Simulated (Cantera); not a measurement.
A freely propagating, adiabatic, planar premixed flame of H2 : O2 : N2 = 1 : 0.704 : 2.65 (molar parts), equivalence ratio 0.71, unburnt at 500 K and 760 Torr; mixture-averaged transport, grid criteria slope 0.08 and curve 0.16, no radiation.

Cantera simulation using the H2/O2 subset of GRI-Mech 3.0, which has no nitrogen chemistry; the numbers are that mechanism's predictions, not measurements. Burning velocities carry a grid error of a few per cent, more on coarse grids.

x: mole fraction of selected species; z is measured from the peak of heat release.

```tsv
z (mm)	T (K)	u (m/s)	x H2	x O2	x H2O	x OH	x O	x H
-1.20	500	3.62	0.230	0.162	<1e-8	<1e-8	<1e-8	<1e-8
-0.799	500	3.62	0.230	0.162	<1e-8	<1e-8	<1e-8	<1e-8
-0.599	500	3.62	0.230	0.162	5.49e-8	<1e-8	<1e-8	<1e-8
-0.400	500	3.62	0.229	0.162	2.83e-6	<1e-8	1.52e-8	<1e-8
-0.200	527	3.76	0.217	0.164	0.00132	3.91e-5	5.75e-6	4.27e-5
-0.0999	(withheld)	5.33	0.176	0.159	0.0247	0.000808	0.000269	0.00295
0	(withheld)	7.91	0.0997	0.126	0.0982	0.00285	0.00397	0.0169
0.0999	(withheld)	9.79	0.0403	0.0820	0.174	0.00790	0.0100	0.0264
0.200	(withheld)	10.8	0.0227	0.0651	0.202	0.0111	0.0117	0.0240
0.400	1780	11.7	0.0169	0.0587	0.216	0.0132	0.0101	0.0161
0.799	1922	12.6	0.0128	0.0558	0.227	0.0135	0.00705	0.00875
1.60	2035	13.2	0.00809	0.0539	0.238	0.0120	0.00419	0.00383
3.20	2110	13.6	0.00430	0.0532	0.246	0.00942	0.00214	0.00136
```

Task: What belongs in the gaps?

Result: 
- -0.0999, T (K): 770
- 0, T (K): 1175
- 0.0999, T (K): 1468
- 0.200, T (K): 1623
